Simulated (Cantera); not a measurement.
Standard-state values (1 bar) from the NASA 1993 polynomials, evaluated with Cantera. Values are per mole of reaction as written; species without (g) are pure solids or liquids, kept so even where they would boil at 1 bar.

N(g) + 4 NH3(g) + P4O10 → 5 NO2(g) + 4 PH3(g), with ΔH° = 2913.7 kJ and ΔS° = 888.6 J/K at 300 K.

Question: How far is the shortcut ΔG° ≈ ΔH°(300 K) − T·ΔS°(300 K) from the full temperature-dependent value at 498, 523, 548, 573, 598, 623, 648, 673 K?

Answer: 
```csv
T (K),shortcut (kJ),full (kJ),difference (kJ),difference in log10 K
498,2471.1,2474.2,-3.1,0.32
523,2448.9,2452.8,-3.9,0.39
548,2426.7,2431.6,-4.9,0.46
573,2404.5,2410.4,-5.9,0.54
598,2382.3,2389.4,-7.1,0.62
623,2360.1,2368.4,-8.4,0.70
648,2337.9,2347.6,-9.7,0.79
673,2315.6,2326.9,-11.2,0.87
```
The shortcut ignores the heat-capacity change of the reaction.
